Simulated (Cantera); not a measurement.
Input (Python, Cantera):

```python
import numpy as np
import cantera as ct

gas = ct.Solution("gri30.yaml")
gas.TPX = 1500, 56000, {'C3H8': 1, 'O2': 7.46, 'N2': 28.1}
reactor = ct.IdealGasReactor(gas, energy="on", clone=False)
net = ct.ReactorNet([reactor])
net.rtol, net.atol = 1e-08, 1e-16
show = ['C3H8', 'O2', 'C2H', 'NO2', 'H2', 'C2H4', 'CO2']
times = np.geomspace(3e-06, 6, 11)

steps = ct.SolutionArray(gas, extra=["t"])
rows = []
print(f"{'t/s':>10s}{'T/K':>9s}{'P/Pa':>11s}" + "".join(f"{s:>11s}" for s in show))
for t in times:
    while net.time < t:
        t_next = net.step()
        steps.append(gas.state, t=t_next)
    rows.append([np.interp(t, steps.t, y) for y in (steps.T, steps.P, *steps(*show).X.T)])
    print(f"{t:10.3e}{rows[-1][0]:9.1f}{rows[-1][1]:11.4g}" + "".join(f"{x:11.3e}" for x in rows[-1][2:]))
rate = np.gradient(steps.T, steps.t)
print("integrator steps:", len(steps.t))
if steps.T.max() > steps.T[0] + 200:
    print(f"time of steepest temperature rise: {steps.t[rate.argmax()]:.4e} s")
gas.TPX = 1500, 56000, {'C3H8': 1, 'O2': 7.46, 'N2': 28.1}
gas.equilibrate("UV")
print(f"equilibrium (UV): T = {gas.T:.1f} K  " + "  ".join(f"{s} {gas[s].X[0]:.3e}" for s in show))
```

It prints:

```
       t/s      T/K       P/Pa       C3H8         O2        C2H        NO2         H2       C2H4        CO2
 3.000e-06   1498.2  5.594e+04  2.716e-02  2.040e-01  3.899e-15  4.028e-18  2.802e-05  1.110e-04  2.098e-08
 1.280e-05   1492.5   5.58e+04  2.612e-02  2.034e-01  2.752e-12  4.837e-15  2.791e-04  1.078e-03  2.708e-06
 5.462e-05   1498.9  5.657e+04  1.844e-02  1.978e-01  9.973e-10  1.818e-12  2.984e-03  8.384e-03  1.218e-04
 2.330e-04   2598.2  1.036e+05  1.592e-47  6.990e-02  3.765e-21  1.589e-07  7.487e-03  1.257e-25  4.756e-02
 9.943e-04   2740.4  1.082e+05  3.517e-47  6.617e-02  7.851e-21  2.572e-06  5.582e-03  1.432e-25  5.372e-02
 4.243e-03   2729.1  1.076e+05  3.473e-47  6.187e-02  6.904e-21  6.342e-06  5.542e-03  1.378e-25  5.409e-02
 1.810e-02   2727.5  1.076e+05  3.466e-47  6.125e-02  6.774e-21  6.869e-06  5.537e-03  1.370e-25  5.414e-02
 7.724e-02   2727.5  1.076e+05  3.466e-47  6.125e-02  6.774e-21  6.869e-06  5.537e-03  1.370e-25  5.414e-02
 3.296e-01   2727.5  1.076e+05  3.466e-47  6.125e-02  6.774e-21  6.869e-06  5.537e-03  1.370e-25  5.414e-02
 1.406e+00   2727.5  1.076e+05  3.466e-47  6.125e-02  6.774e-21  6.869e-06  5.537e-03  1.370e-25  5.414e-02
 6.000e+00   2727.5  1.076e+05  3.466e-47  6.125e-02  6.774e-21  6.869e-06  5.537e-03  1.370e-25  5.414e-02
integrator steps: 1669
time of steepest temperature rise: 1.0202e-04 s
equilibrium (UV): T = 2727.5 K  C3H8 7.585e-47  O2 6.125e-02  C2H 7.164e-21  NO2 6.869e-06  H2 5.537e-03  C2H4 1.616e-25  CO2 5.414e-02
```

Model: GRI-Mech 3.0 (53 species, 325 reactions), integrated in Cantera. GRI-Mech 3.0 was tuned for natural gas; its chemistry of propane as a main component is partial and can be far from experiment.
